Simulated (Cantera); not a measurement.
Charge: 1 mol (CH₃)₂SiCl₂, 0.0064 mol C₃H₈, 180 mol H₂, equilibrated at 2050 K and 0.100 bar.

These are equilibrium values from Cantera (NASA tables, ideal gas, pure condensed phases), not measurements of a reactor. Candidate condensed phases: C, C₆H₆, C₇H₈, C₈H₁₈, Si, SiC; 109 gas species. The feed counts by its element totals alone. Rates play no part.

Base state: H₂ 0.981, HCl 0.0107, H 0.00711, C₂H₂ (acetylene) 0.00104, Cl 5.75e-5, Si 5.07e-5, CH₄ 3.59e-5, SiCl₂ 1.74e-5 (mole fractions); condensed: C(graphite) + SiC(s).

**Question.** What changes in the equilibrium state with this change: temperature from 2050 K to 1148 K?

**Answer.** 
| species | before | after |
|---|---|---|
| H₂ | 0.981 | 0.987 |
| HCl | 0.0107 | 0.0109 |
| CH₄ | 3.59e-5 | 0.00232 |
| H | 0.00711 | 2.25e-7 |
| SiCl₂ | 1.74e-5 | 3.19e-7 |
| Si | 5.07e-5 | <1e-9 |
| C₂H₂ (acetylene) | 0.00104 | 3.66e-8 |
| Cl | 5.75e-5 | 2.19e-9 |
| C(graphite), mol | 0.643 | 0.594 |
| SiC(s), mol | 0.982 | 1.000 |

**Question.** What changes in the equilibrium state with this change: (CH₃)₂SiCl₂ replaced by SiH₂Cl₂?

**Answer.** 
```json
[
 {"species": "H₂", "before": "0.981", "after": "0.981"},
 {"species": "HCl", "before": "0.0107", "after": "0.0103"},
 {"species": "H", "before": "0.00711", "after": "0.00711"},
 {"species": "C₂H₂ (acetylene)", "before": "0.00104", "after": "4.49e-6"},
 {"species": "Si", "before": "5.07e-5", "after": "0.000773"},
 {"species": "SiH₂", "before": "9.03e-6", "after": "0.000137"},
 {"species": "SiH", "before": "9.62e-6", "after": "0.000146"},
 {"species": "C(graphite), mol", "before": "0.643", "after": "0"},
 {"species": "SiC(s), mol", "before": "0.982", "after": "0.0122"},
 {"species": "Si(l), mol", "before": "0", "after": "0.725"}
]
```
Mutual solubility and eutectic melting of coexisting phases are not modelled. The tables' values for SiCl are old estimates; treat these amounts as uncertain. Gases not in the tables: Si₂H₆ and higher silanes.
